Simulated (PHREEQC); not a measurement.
Solution A (0.0098 mol H2SO4, 0.0009 mol FeSO4 and 0.032 mol Na2SO4 per kg of water) is mixed with solution B (15 mmol/kgw CdCl2 and 1.6 mmol/kgw NaCl) at 25 °C; shares are by mass of water, 1 kg in all. The system is closed to oxygen. The system is closed to CO2. The run lets Halite, Melanterite, Cd(OH)2 precipitate or redissolve, and no other solid.

Computed with PHREEQC (ion-association model, phreeqc.dat).

Question: Predict pH, SO4-2 (mol/kgw), Fe+2 (mol/kgw) at share of solution B = 0, 0.8.

Answer: 
| share of solution B | pH | SO4-2 (mol/kgw) | Fe+2 (mol/kgw) |
|---|---|---|---|
| 0 | 2.11 | 0.0288 | 0.000502 |
| 0.8 | 2.57 | 0.00545 | 0.000144 |
